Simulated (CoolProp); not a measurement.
The numbers come from the reference Helmholtz-energy equation of state, Lemmon 2006 in CoolProp. It is a short technical equation, of lower accuracy than the large ones.

Q: For C2F6 (R116), give the phase and the density (kg/m³), speed of sound (m/s), conductivity (mW/(m K)) at 336.6 K and 0.708 MPa.

A: 
- 336.6 K and 0.708 MPa: gas; density 36.7, speed of sound 142, conductivity 18.0

Thermal conductivity comes from a separate model (Huber 2003), an estimate that may be off by 10 % or more.
